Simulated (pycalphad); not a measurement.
## Phase fractions of Si-43.77Zr (wt.%)

Source of the numbers: pycalphad with the COST 507 light-alloy database (1999); pressure 1 atm. These are 1990s assessments: newer ones move some temperatures and phases. Phase fractions are per mole of atoms. Diffusion is slow at the low end, where real alloys seldom reach equilibrium.

| T (°C) | liquid | SI2ZR | diamond (Si) |
|---|---|---|---|
| 1727 | 1.000 | - | - |
| 1627 | 0.857 | 0.143 | - |
| 1527 | 0.673 | 0.327 | - |
| 1427 | 0.579 | 0.421 | - |
| 1327 | - | 0.580 | 0.420 |
| 1227 | - | 0.580 | 0.420 |
| 1127 | - | 0.580 | 0.420 |
| 1027 | - | 0.580 | 0.420 |
| 927 | - | 0.580 | 0.420 |
| 827 | - | 0.580 | 0.420 |
| 727 | - | 0.580 | 0.420 |
| 627 | - | 0.580 | 0.420 |
| 527 | - | 0.580 | 0.420 |
| 427 | - | 0.580 | 0.420 |
| 327 | - | 0.580 | 0.420 |
| 227 | - | 0.580 | 0.420 |

Database names, with the compositions (at.%) that they take in these runs: SI2ZR: Si 67 Zr 33.
